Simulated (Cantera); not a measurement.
A Cantera script and what it prints.

```python
import numpy as np
import cantera as ct

gas_names = """
    B BH BH2 BH3 BO BO2 B2 B2O B2O2 B2O3 B3O3H3 H HBO HBO2 HO2 H2 H2O H2O2 H3B3O6 O OH O2 O3
""".split()
cond_names = """
    B(b) B(L) B2O3(L) B3O3H3(cr) H2O(s) H2O(L)
""".split()


def load(file, names, dense=False):
    # The tables refer to 1 bar. Condensed volumes are neglected.
    table = {s.name: s for s in ct.Species.list_from_file(file)}
    out = []
    for n in names:
        d = dict(table[n].input_data)
        d["thermo"] = dict(d["thermo"], **{"reference-pressure": 1e5})
        if dense:
            d["equation-of-state"] = {"model": "constant-volume", "density": "1e6 g/cm^3"}
        out.append(ct.Species.from_dict(d))
    return out


gas = ct.Solution(thermo="ideal-gas", species=load("nasa_gas.yaml", gas_names))
cond = {s.name: ct.Solution(thermo="fixed-stoichiometry", species=[s], name=s.name)
        for s in load("nasa_condensed.yaml", cond_names, dense=True)}
atoms = {
    'B2O3': {'B': 2, 'O': 3},
    'H2': {'H': 2},
}
top_T = {}  # K; cautious upper limits of use, not melting points


def equilibrate(T, P, feed):
    n = {}
    for name, mol in feed.items():
        for a, k in atoms[name].items():
            n[a] = n.get(a, 0.0) + k * mol
    gas.TPX = T, P, n
    mass = sum(n.values()) * gas.mean_molecular_weight
    gas.equilibrate("TP")
    valid = [c for c in cond.values() if c.min_temp <= T <= top_T.get(c.name, c.max_temp)]
    mix = ct.Mixture([(gas, mass / gas.mean_molecular_weight)] + [(c, 0.0) for c in valid])
    mix.T, mix.P = T, P
    mix.equilibrate("TP", solver="vcs", rtol=1e-11, max_steps=5000)
    return mix


results = []
feed = {'B2O3': 1, 'H2': 3.6}  # mol
P = 3900  # Pa
for T in [1950, 2000, 2050, 2100, 2150, 2200, 2250, 2300, 2350]:
    mix = equilibrate(T, P, feed)
    results.append((T, P, feed, dict(zip(mix.species_names, mix.species_moles))))
    x = sorted(zip(gas.X, gas.species_names), reverse=True)
    print(f"T = {T:g} K  P = {P:g} Pa  gas = {mix.phase_moles(0):.4g} mol")
    print("   x: " + "  ".join(f"{s} {v:.3e}" for v, s in x if v > 0.001))
    print("   condensed (mol): " + ("  ".join(f"{mix.phase(i).name} {mix.phase_moles(i):.4g}"
          for i in range(1, mix.n_phases) if mix.phase_moles(i) > 1e-12) or "none"))
```

Result:

```
T = 1950 K  P = 3900 Pa  gas = 4.625 mol
   x: H2 7.034e-01  B2O3 1.320e-01  HBO2 7.954e-02  HBO 5.635e-02  B2O2 1.327e-02  BO 5.939e-03  H 4.868e-03  H2O 4.616e-03
   condensed (mol): none
T = 2000 K  P = 3900 Pa  gas = 4.635 mol
   x: H2 6.977e-01  B2O3 1.283e-01  HBO2 8.187e-02  HBO 5.816e-02  B2O2 1.320e-02  BO 8.319e-03  H 6.878e-03  H2O 5.456e-03
   condensed (mol): none
T = 2050 K  P = 3900 Pa  gas = 4.649 mol
   x: H2 6.913e-01  B2O3 1.244e-01  HBO2 8.410e-02  HBO 5.964e-02  B2O2 1.303e-02  BO 1.141e-02  H 9.551e-03  H2O 6.415e-03
   condensed (mol): none
T = 2100 K  P = 3900 Pa  gas = 4.667 mol
   x: H2 6.839e-01  B2O3 1.203e-01  HBO2 8.623e-02  HBO 6.072e-02  BO 1.533e-02  H 1.305e-02  B2O2 1.273e-02  H2O 7.509e-03
   condensed (mol): none
T = 2150 K  P = 3900 Pa  gas = 4.689 mol
   x: H2 6.753e-01  B2O3 1.159e-01  HBO2 8.824e-02  HBO 6.134e-02  BO 2.020e-02  H 1.755e-02  B2O2 1.232e-02  H2O 8.759e-03
   condensed (mol): none
T = 2200 K  P = 3900 Pa  gas = 4.718 mol
   x: H2 6.655e-01  B2O3 1.111e-01  HBO2 9.010e-02  HBO 6.144e-02  BO 2.610e-02  H 2.326e-02  B2O2 1.178e-02  H2O 1.019e-02
   condensed (mol): none
T = 2250 K  P = 3900 Pa  gas = 4.753 mol
   x: H2 6.540e-01  B2O3 1.060e-01  HBO2 9.176e-02  HBO 6.099e-02  BO 3.309e-02  H 3.041e-02  H2O 1.181e-02  B2O2 1.112e-02
   condensed (mol): none
T = 2300 K  P = 3900 Pa  gas = 4.796 mol
   x: H2 6.408e-01  B2O3 1.005e-01  HBO2 9.315e-02  HBO 5.997e-02  BO 4.117e-02  H 3.923e-02  H2O 1.366e-02  B2O2 1.036e-02  BO2 1.106e-03
   condensed (mol): none
T = 2350 K  P = 3900 Pa  gas = 4.847 mol
   x: H2 6.255e-01  B2O3 9.455e-02  HBO2 9.420e-02  HBO 5.838e-02  BO 5.031e-02  H 4.995e-02  H2O 1.576e-02  B2O2 9.517e-03  BO2 1.559e-03
   condensed (mol): none
```

Method: chemical equilibrium by Gibbs-energy minimisation in Cantera with the NASA 1993 tables (ideal gas, pure condensed phases).
